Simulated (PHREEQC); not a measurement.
Brine (model solution)

Dissolve 0.063 mol Na2SO4, 0.003 mol H3BO3 and 0.008 mol MgCl2 per kg of water at 65 °C. Closed to the air; pH follows from the charge balance.

All values are PHREEQC results (Pitzer model, pitzer.dat), not measurements.

No solid was allowed to form.

### Question
Predict the pH.

### Answer
pH 6.21.

At this temperature some constants are extrapolated from 25 °C, and those without enthalpy data are left unchanged.
